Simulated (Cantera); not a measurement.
Feed: 1 mol Si, a varied amount of Cl2, 9.8 mol H2, 1.5 mol HCl, at 750 K and 0.120 bar.

Method: chemical equilibrium by Gibbs-energy minimisation in Cantera with the NASA 1993 tables (ideal gas, pure condensed phases). Candidate condensed phases: Si; 19 gas species. The numbers say what is thermodynamically allowed, not how fast it happens.

Question: Which condensed phases are stable at each of these points (n(Cl2) (mol)): 0.5, 0.59, 0.7, 0.82, 0.97, 1.1, 1.4, 1.6, 1.9, 2.2, 2.6?

Answer: 
```json
[
 {"n(Cl2) (mol)": "0.5", "condensed phases": "Si(s)", "Si condensed (%)": "32.1"},
 {"n(Cl2) (mol)": "0.59", "condensed phases": "Si(s)", "Si condensed (%)": "27.3"},
 {"n(Cl2) (mol)": "0.7", "condensed phases": "Si(s)", "Si condensed (%)": "21.4"},
 {"n(Cl2) (mol)": "0.82", "condensed phases": "Si(s)", "Si condensed (%)": "15.1"},
 {"n(Cl2) (mol)": "0.97", "condensed phases": "Si(s)", "Si condensed (%)": "7.1"},
 {"n(Cl2) (mol)": "1.1", "condensed phases": "Si(s)", "Si condensed (%)": "0.2"},
 {"n(Cl2) (mol)": "1.4", "condensed phases": "gas only", "Si condensed (%)": "0.0"},
 {"n(Cl2) (mol)": "1.6", "condensed phases": "gas only", "Si condensed (%)": "0.0"},
 {"n(Cl2) (mol)": "1.9", "condensed phases": "gas only", "Si condensed (%)": "0.0"},
 {"n(Cl2) (mol)": "2.2", "condensed phases": "gas only", "Si condensed (%)": "0.0"},
 {"n(Cl2) (mol)": "2.6", "condensed phases": "gas only", "Si condensed (%)": "0.0"}
]
```

From 0.5 mol Cl2 to 1.1 mol Cl2 the condensed part is Si(s). From 1.4 mol Cl2 to 2.6 mol Cl2 nothing is condensed.
